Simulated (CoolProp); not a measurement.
Vapour pressure (MPa) of carbon dioxide: the reference equation beside estimates from Tc = 304.1 K, pc = 7.377 MPa, ω = 0.224. Clausius-Clapeyron is anchored at 237.6 K with a constant enthalpy of vaporisation of 13.83 kJ/mol.

Values from CoolProp's reference Helmholtz-energy equation of state, Span 1996.

```json
[
 {"T (K)": "230", "reference": "0.8929", "Lee-Kesler": "0.8933", "Clausius-Clapeyron": "0.9358", "van der Waals": "2.169", "Redlich-Kwong": "1.199", "Peng-Robinson": "0.8857"},
 {"T (K)": "233.8", "reference": "1.029", "Lee-Kesler": "1.029", "Clausius-Clapeyron": "1.053", "van der Waals": "2.346", "Redlich-Kwong": "1.357", "Peng-Robinson": "1.020"},
 {"T (K)": "237.6", "reference": "1.179", "Lee-Kesler": "1.179", "Clausius-Clapeyron": "1.179", "van der Waals": "2.532", "Redlich-Kwong": "1.529", "Peng-Robinson": "1.169"},
 {"T (K)": "241.3", "reference": "1.341", "Lee-Kesler": "1.340", "Clausius-Clapeyron": "1.313", "van der Waals": "2.722", "Redlich-Kwong": "1.710", "Peng-Robinson": "1.329"},
 {"T (K)": "245.1", "reference": "(withheld)", "Lee-Kesler": "1.521", "Clausius-Clapeyron": "1.461", "van der Waals": "2.926", "Redlich-Kwong": "(withheld)", "Peng-Robinson": "1.511"},
 {"T (K)": "248.9", "reference": "1.724", "Lee-Kesler": "1.720", "Clausius-Clapeyron": "1.621", "van der Waals": "3.139", "Redlich-Kwong": "2.128", "Peng-Robinson": "1.710"},
 {"T (K)": "252.7", "reference": "1.942", "Lee-Kesler": "1.937", "Clausius-Clapeyron": "1.792", "van der Waals": "3.362", "Redlich-Kwong": "2.361", "Peng-Robinson": "1.928"},
 {"T (K)": "256.5", "reference": "2.181", "Lee-Kesler": "2.174", "Clausius-Clapeyron": "1.975", "van der Waals": "3.595", "Redlich-Kwong": "(withheld)", "Peng-Robinson": "2.166"},
 {"T (K)": "260.3", "reference": "2.440", "Lee-Kesler": "2.431", "Clausius-Clapeyron": "2.171", "van der Waals": "3.837", "Redlich-Kwong": "2.878", "Peng-Robinson": "2.426"},
 {"T (K)": "264.1", "reference": "2.721", "Lee-Kesler": "(withheld)", "Clausius-Clapeyron": "2.381", "van der Waals": "4.090", "Redlich-Kwong": "(withheld)", "Peng-Robinson": "2.708"},
 {"T (K)": "267.9", "reference": "3.025", "Lee-Kesler": "3.013", "Clausius-Clapeyron": "2.603", "van der Waals": "4.352", "Redlich-Kwong": "3.467", "Peng-Robinson": "3.014"}
]
```

Question: What belongs in the gaps?

Answer: 
- 245.1, reference: 1.524
- 245.1, Redlich-Kwong: 1.911
- 256.5, Redlich-Kwong: 2.611
- 264.1, Lee-Kesler: 2.710
- 264.1, Redlich-Kwong: 3.163

Absolute difference from the reference over all 11 rows, mean and median: Lee-Kesler 0.2 and 0.2 %, Clausius-Clapeyron 6.7 and 6.0 %, van der Waals 86.6 and 82.1 %, Redlich-Kwong 23.8 and 23.4 %, Peng-Robinson 0.7 and 0.8 %.
